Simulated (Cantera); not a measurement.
Input (Python, Cantera):

```python
import numpy as np
import cantera as ct

gas = ct.Solution("gri30.yaml")


def delay(T, t_max=10):
    gas.TPX = T, 1500000, {'CH4': 1, 'O2': 1.82, 'N2': 6.84}
    reactor = ct.IdealGasConstPressureReactor(gas, clone=False)
    net = ct.ReactorNet([reactor])
    net.rtol, net.atol = 1e-8, 1e-16
    while net.time < t_max:
        t_old, T_old = net.time, reactor.T
        net.step()
        if reactor.T > T + 400:  # ignition: a rise of 400 K
            return t_old + (T + 400 - T_old) / (reactor.T - T_old) * (net.time - t_old)
    return np.nan


taus = []
for T in [1200, 1250, 1300, 1350, 1400, 1450, 1500, 1550]:
    taus.append(delay(T))
    print(f"T0 = {T:6g} K   tau = {taus[-1]:.4e} s")
```

Output:

```
T0 =   1200 K   tau = 3.1436e-03 s
T0 =   1250 K   tau = 1.7483e-03 s
T0 =   1300 K   tau = 1.0019e-03 s
T0 =   1350 K   tau = 5.8895e-04 s
T0 =   1400 K   tau = 3.5403e-04 s
T0 =   1450 K   tau = 2.1714e-04 s
T0 =   1500 K   tau = 1.3566e-04 s
T0 =   1550 K   tau = 8.6250e-05 s
```

Computed with Cantera and GRI-Mech 3.0 (53 species, 325 reactions). The pressure lies above the range GRI-Mech 3.0 was tuned for (to about 10 atm).
